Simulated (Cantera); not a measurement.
A freely propagating, adiabatic, planar premixed flame of H2 : O2 : N2 : H2O = 1 : 0.385 : 1.69 : 0.45 (molar parts), unburnt at 625 K and 0.180 bar; mixture-averaged transport, grid criteria slope 0.08 and curve 0.16, no radiation.

Detailed kinetics in Cantera: the H2/O2 subset of GRI-Mech 3.0, which has no nitrogen chemistry. Burning velocities carry a grid error of a few per cent, more on coarse grids.

Q: Predict: laminar burning velocity; thermal thickness; peak x(H); peak x(O); peak x(OH).

A: 
| Item | Value |
|---|---|
| laminar burning velocity | 593 cm/s |
| thermal thickness | 4.33 mm |
| peak x(H) | 0.0718 |
| peak x(O) | 0.00675 |
| peak x(OH) | 0.0102 |
